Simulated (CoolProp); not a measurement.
Vapour pressure (bar) of sulfur dioxide: the reference equation beside estimates from Tc = 430.6 K, pc = 78.87 bar, ω = 0.256.

Model: reference Helmholtz-energy equation of state, Gao 2016, in CoolProp.

| T (K) | reference | van der Waals | Soave-Redlich-Kwong | Peng-Robinson |
|---|---|---|---|---|
| 313.3 | 6.331 | ___ | 6.344 | ___ |
| 318.5 | 7.375 | 20.81 | ___ | 7.335 |
| 323.7 | 8.544 | 22.52 | 8.581 | 8.498 |
| 328.9 | ___ | 24.31 | 9.901 | 9.795 |
| 334.1 | 11.30 | 26.19 | 11.37 | 11.24 |
| 339.3 | ___ | 28.17 | 12.99 | 12.84 |
| 344.5 | 14.66 | 30.23 | 14.79 | ___ |
| 349.7 | 16.60 | 32.39 | 16.76 | ___ |

Problem. Some entries are withheld; supply them.

Solution. 
- 313.3, van der Waals: 19.19
- 313.3, Peng-Robinson: 6.298
- 318.5, Soave-Redlich-Kwong: 7.399
- 328.9, reference: 9.848
- 339.3, reference: 12.90
- 344.5, Peng-Robinson: 14.60
- 349.7, Peng-Robinson: 16.54

Absolute difference from the reference over all 8 rows, mean and median: van der Waals 143.4 and 139.3 %, Soave-Redlich-Kwong 0.6 and 0.6 %, Peng-Robinson 0.5 and 0.5 %.
